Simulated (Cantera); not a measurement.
Feed: 1 mol PbO, 1.8 mol H₂, 0.76 mol O₂, equilibrated at 675 K and 0.100 bar.

Equilibrium computed with Cantera from the NASA thermochemical tables; the gas is ideal and each condensed phase is pure. Candidate condensed phases: H₂O, Pb, PbO, PbO₂, Pb₃O₄; 12 gas species. The numbers say what is thermodynamically allowed, not how fast it happens.

Base state: H₂O 1.000, H₂ 3.11e-5 (mole fractions); condensed: Pb(l) + PbO(red).

### Question
What changes in the equilibrium state with this change: PbO replaced by Pb?

### Answer
```
species         before  after
-------------  -------  -----
H₂O              1.000  0.844
H₂             3.11e-5  0.156
Pb(l), mol       0.280   1.00
PbO(red), mol    0.720      0
```

### Question
What changes in the equilibrium state with this change: O₂ from 0.76 to 0.041 mol?

### Answer
```json
[
 {"species": "H₂O", "before": "1.000", "after": "0.601"},
 {"species": "H₂", "before": "3.11e-5", "after": "0.399"},
 {"species": "Pb(l), mol", "before": "0.280", "after": "1.00"},
 {"species": "PbO(red), mol", "before": "0.720", "after": "0"}
]
```
